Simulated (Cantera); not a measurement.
Cantera with NASA thermochemical tables; ideal gases at 1 bar, condensed phases pure. Values are per mole of reaction as written; species without (g) are pure solids or liquids, kept so even where they would boil at 1 bar.

2 H2O(g) + CuF2(g) → 2 HF(g) + 2 OH(g) + Cu

| T (K) | ΔH° (kJ) | ΔS° (J/K) | ΔG° (kJ) | log10 K |
|---|---|---|---|---|
| 2000 | 319.4 | 142.7 | 34.0 | -0.89 |
| 2050 | … | … | … | … |
| 2100 | … | … | … | … |
| 2150 | … | … | … | … |
| 2200 | 320.8 | 143.4 | 5.3 | -0.13 |
| 2250 | 321.2 | 143.6 | -1.8 | 0.04 |
| 2300 | 321.5 | 143.7 | -9.0 | 0.20 |
| 2350 | 321.8 | 143.8 | -16.2 | 0.36 |

Problem. What belongs in the gaps?

Solution. 
- 2050, ΔH° (kJ): 319.8
- 2050, ΔS° (J/K): 142.9
- 2050, ΔG° (kJ): 26.8
- 2050, log10 K: -0.68
- 2100, ΔH° (kJ): 320.1
- 2100, ΔS° (J/K): 143.1
- 2100, ΔG° (kJ): 19.7
- 2100, log10 K: -0.49
- 2150, ΔH° (kJ): 320.5
- 2150, ΔS° (J/K): 143.2
- 2150, ΔG° (kJ): 12.5
- 2150, log10 K: -0.30
